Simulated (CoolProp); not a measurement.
Vapour-liquid equilibrium of trans-2-butene (1) + ethanol (2) at 354.9 K; x and y are mole fractions of (1).

Model: multi-fluid Helmholtz-energy mixture model, Lemmon 2005 and Schroeder 2014; pair parameters Bell 2016, in CoolProp.

Task: Give the bubble pressure and the first vapour's composition at x = 0.575, 0.875, 0.95. Is there an azeotrope?

Result: x = 0.575: 0.8928 MPa, y = 0.889; x = 0.875: 0.9796 MPa, y = 0.935; x = 0.95: 1.012 MPa, y = 0.968. No azeotrope shows between x = 0.05 and 0.95.

The pair parameters rest on a limited set of measurements; away from them the model extrapolates. With so large a gap from Raoult's law the liquid may split in two, which this calculation doesn't test in full.
